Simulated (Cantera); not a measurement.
What does this Cantera script print?

```python
import numpy as np
import cantera as ct

gas_names = """
    CL CLO CL2 Cs CsCL CsO Cs2 Cs2CL2 Cs2O N NO NO2 NO3 N2 N2O O O2 O3
""".split()
cond_names = """
    Cs(cr) Cs(L) CsCL(a) CsCL(b) CsCL(L)
""".split()


# ... load() reads the species with a 1 bar reference pressure and builds the phases ...
atoms = {
    'CsCl': {'Cs': 1, 'CL': 1},
    'O2': {'O': 2},
    'N2': {'N': 2},
}
top_T = {}  # K; cautious upper limits of use, not melting points


# ... equilibrate(T, P, feed) seeds the gas with the atoms and calls Mixture.equilibrate('TP', solver="vcs", rtol=1e-11, max_steps=5000) ...
results = []
feed = {'CsCl': 1, 'O2': 0.19, 'N2': 0.56}  # mol
T = 1000  # K
P = 51  # Pa
mix = equilibrate(T, P, feed)
results.append((T, P, feed, dict(zip(mix.species_names, mix.species_moles))))
x = sorted(zip(gas.X, gas.species_names), reverse=True)
print(f"T = {T:g} K  P = {P:g} Pa  gas = {mix.phase_moles(0):.4g} mol")
print("   x: " + "  ".join(f"{s} {v:.3e}" for v, s in x if v > 0.001))
print("   condensed (mol): " + ("  ".join(f"{mix.phase(i).name} {mix.phase_moles(i):.4g}"
      for i in range(1, mix.n_phases) if mix.phase_moles(i) > 1e-12) or "none"))
```

Output:

```
T = 1000 K  P = 51 Pa  gas = 1.625 mol
   x: CsCL 4.612e-01  N2 3.447e-01  O2 1.169e-01  Cs2CL2 7.713e-02
   condensed (mol): none
```

Equilibrium computed with Cantera from the NASA thermochemical tables; the gas is ideal and each condensed phase is pure.
